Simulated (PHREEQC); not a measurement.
PHREEQC input (ion-association model, phreeqc.dat):

```
SOLUTION_SPECIES
  CO3-2 + 10 H+ + 8 e- = CH4 + 3 H2O  # shut off: no methane
    -log_k -100
    -delta_h 0
    -analytic -100
SOLUTION 1
  temp 25
  units mol/kgw
  pH 7 charge
  C(4) 0.018
  K 0.036
  Na 0.04
END
SELECTED_OUTPUT 1
  -reset false
  -pH true
  -pe true
  -ionic_strength true
  -water true
  -totals C K Na C(-4) C(4) Hdg Ntg
  -molalities H+ Na+ K+ CO3-2 OH- HCO3- CO2 (CO2)2 NaOH NaCO3-
    NaHCO3
USER_PUNCH 1
  -headings p_Hdg(g) phi_Hdg(g) p_Ntg(g) phi_Ntg(g) p_H2O(g) phi_H2O(g) density
  10 PUNCH PR_P("Hdg(g)"), PR_PHI("Hdg(g)"), PR_P("Ntg(g)"), PR_PHI("Ntg(g)"), PR_P("H2O(g)"), PR_PHI("H2O(g)"), RHO
PRINT
  -reset false
USE solution 1
REACTION_TEMPERATURE 1
  25
GAS_PHASE 1
  -fixed_pressure
  -pressure 2
  -temperature 25
  -volume 20
  Hdg(g) 0.22
  Ntg(g) 1.78
  H2O(g) 0
END
# ... the last block is repeated for the other 12 points of P (atm)
```

Selected output (columns that matter, 13 of 13 rows; P (atm) added in front):

```
P (atm)	pH	mu	C	K	Na	Hdg	Ntg	p_Hdg(g)	phi_Hdg(g)	p_Ntg(g)	phi_Ntg(g)	p_H2O(g)	phi_H2O(g)	density
2	12.486	0.086288	0.018009	0.036017	0.040019	0.00016814	0.0011436	0.2165	1.001	1.7519	0.99912	0.031577	0.99347	1.0011
5	12.485	0.08629	0.018009	0.036017	0.040019	0.0004235	0.0028721	0.54641	1.0025	4.4217	0.9978	0.03192	0.98494	1.0012
10	12.483	0.086295	0.018009	0.036017	0.040019	0.00084684	0.0057158	1.0963	1.005	8.8712	0.99569	0.032496	0.971	1.0014
20	12.479	0.086306	0.018009	0.036018	0.04002	0.0016851	0.011268	2.196	1.0101	17.77	0.99174	0.033666	0.9441	1.0018
30	12.476	0.086316	0.018009	0.036019	0.040021	0.0025124	0.01665	3.2957	1.0152	26.669	0.98815	0.034857	0.91848	1.0022
40	12.472	0.086327	0.01801	0.036019	0.040021	0.0033287	0.021869	4.3954	1.0204	35.569	0.98492	0.036068	0.89411	1.0027
50	12.468	0.086337	0.01801	0.03602	0.040022	0.0041343	0.026937	5.495	1.0257	44.468	0.98204	0.037298	0.87092	1.0031
75	12.459	0.086362	0.018011	0.036022	0.040024	0.006102	0.038992	8.2442	1.0389	66.715	0.97629	0.040442	0.81791	1.0041
100	12.45	0.086387	0.018012	0.036023	0.040026	0.0080046	0.050267	10.993	1.0523	88.963	0.97252	0.043663	0.7714	1.0052
150	12.432	0.086433	0.018013	0.036026	0.040029	0.01162	0.070869	16.491	1.0793	133.46	0.97037	0.050241	0.69506	1.0072
200	12.414	0.086477	0.018015	0.036029	0.040032	0.014989	0.089389	21.989	1.1067	177.95	0.97455	0.056858	0.63667	1.0093
300	12.38	0.086556	0.018017	0.036033	0.040037	0.021042	0.12188	32.985	1.1631	266.95	0.99848	0.069751	0.55751	1.0134
400	12.347	0.086624	0.018018	0.036037	0.040041	0.026277	0.15005	43.981	1.2231	355.94	1.0392	0.081796	0.51044	1.0174
```

Species that the database lacks are ignored.
